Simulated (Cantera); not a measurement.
Feed: 1 mol trisilylamine, 75 mol N2, held at 1325 K and 0.00133 bar.

Method: chemical equilibrium by Gibbs-energy minimisation in Cantera with the NASA 1993 tables (ideal gas, pure condensed phases). Candidate condensed phases: Si, Si3N4; 18 gas species. The feed counts by its element totals alone. Rates play no part.

What is the equilibrium state?


```
Property                              Value
--------------------------------  ---------
x(N2)                                 0.942
x(H2)                                0.0577
x(H)                                1.08e-5
n(Si3N4(s))                        1.00 mol
gas amount                        78.00 mol
log10 activity of Si(s) (absent)      -2.08
```
